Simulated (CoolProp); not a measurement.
Properties of sulfur dioxide at several states (Tc = 430.6 K, pc = 78.87 bar, ω = 0.256).

The numbers come from the reference Helmholtz-energy equation of state, Gao 2016 in CoolProp.

| T (K) | p (bar) | phase | Z | expansivity (1/kK) |
|---|---|---|---|---|
| 410.3 | 2.36 | gas | 0.9876 | 2.545 |
| 357.9 | 14.1 | gas | 0.8659 | 4.631 |
| 252.3 | 8.55 | liquid | 0.01751 | 1.724 |
| 487.9 | 7.68 | gas | 0.9780 | 2.220 |
